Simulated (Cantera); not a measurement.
Input: 1 mol B₂H₆, 0.18 mol O₂, 0.12 mol H₂, at 1000 Pa.

Equilibrium computed with Cantera from the NASA thermochemical tables; the gas is ideal and each condensed phase is pure. Candidate condensed phases: B, B₂O₃, B₃O₃H₃, H₂O; 23 gas species. The feed counts by its element totals alone. The tables' values for BH₂ are old estimates; treat these amounts as uncertain. Rates play no part. All values below are at 2298 K.

Base state: H₂ 0.813, H 0.0864, BO 0.0500, HBO 0.0419, B₂O₂ 0.00400, BH₂ 0.00168, B₂O 0.00141, B 0.000989 (mole fractions); condensed: B(s).

Q: What changes in the equilibrium state with this change: B₂H₆ replaced by B?

A: 
```json
[
 {"species": "BO", "before": "0.0500", "after": "0.360"},
 {"species": "H₂", "before": "0.813", "after": "0.217"},
 {"species": "B₂O₂", "before": "0.00400", "after": "0.207"},
 {"species": "B₂O", "before": "0.00141", "after": "0.0101"},
 {"species": "HBO", "before": "0.0419", "after": "0.156"},
 {"species": "H", "before": "0.0864", "after": "0.0446"},
 {"species": "B₂O₃", "before": "9.86e-6", "after": "0.00367"},
 {"species": "BO₂", "before": "3.40e-7", "after": "1.76e-5"},
 {"species": "HBO₂", "before": "1.65e-5", "after": "0.000442"},
 {"species": "BH₂", "before": "0.00168", "after": "0.000447"},
 {"species": "BH", "before": "7.87e-5", "after": "4.06e-5"},
 {"species": "B(s), mol", "before": "1.63", "after": "0.637"}
]
```

Q: What changes in the equilibrium state with this change: B₂H₆ replaced by B₂O₃?

A: 
```json
[
 {"species": "B₂O₃", "before": "9.86e-6", "after": "0.620"},
 {"species": "HBO₂", "before": "1.65e-5", "after": "0.163"},
 {"species": "BO₂", "before": "3.40e-7", "after": "0.125"},
 {"species": "H₂", "before": "0.813", "after": "0.000580"},
 {"species": "O₂", "before": "<1e-9", "after": "0.0571"},
 {"species": "O", "before": "5.42e-9", "after": "0.0117"},
 {"species": "HBO", "before": "0.0419", "after": "0.000191"},
 {"species": "H", "before": "0.0864", "after": "0.00231"},
 {"species": "BO", "before": "0.0500", "after": "0.00853"},
 {"species": "BH₂", "before": "0.00168", "after": "<1e-9"},
 {"species": "B₂O", "before": "0.00141", "after": "<1e-9"},
 {"species": "B(s), mol", "before": "1.63", "after": "0"}
]
```
